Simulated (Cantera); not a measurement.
An adiabatic, constant-volume homogeneous reactor starts with 11.1 % CH₄, 2.12 % H₂, 11.1 % O₂, 70.1 % N₂, 5.57 % H₂O, at 1025 K and 1.00 atm.

Cantera simulation using GRI-Mech 3.0 (53 species, 325 reactions); the numbers are that mechanism's predictions, not measurements.

### Question
Predict: time of steepest temperature rise; temperature at 0.200 s; equilibrium temperature; x(H₂) at 0.200 s; x(O₂) at 0.200 s; x(H) at 0.200 s; x(H₂O) at 0.200 s.

### Answer
```json
{
  "time_of_steepest_temperature_rise": "0.121 s",
  "temperature at 0.200 s": "2030 K",
  "equilibrium_temperature": "2030 K",
  "x(H₂) at 0.200 s": "0.137 (gas-phase equilibrium 0.137)",
  "x(O₂) at 0.200 s": "5.59e-8 (gas-phase equilibrium 5.60e-8)",
  "x(H) at 0.200 s": "0.000496 (gas-phase equilibrium 0.000497)",
  "x(H₂O) at 0.200 s": "0.133 (gas-phase equilibrium 0.133)"
}
```
